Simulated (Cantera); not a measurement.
Si(CH3)4 + C3H8 + H2 (silicon carbide growth)

A closed system holds: 1 mol Si(CH3)4, 0.84 mol C3H8, 200 mol H2, held at 902 °C and 1000 Pa.

These are equilibrium values from Cantera (NASA tables, ideal gas, pure condensed phases), not measurements of a reactor. Candidate condensed phases: C, C6H6, C7H8, C8H18, Si, SiC; 87 gas species. Kinetics and transport are ignored.

```yaml
x(H2): 1.000
x(CH4): 0.000191
x(H): 1.23e-6
n(C(graphite)): 5.48 mol
n(SiC(s)): 1.00 mol
gas_amount: 209.3 mol
log10 activity of Si(s) (absent): -2.84
```
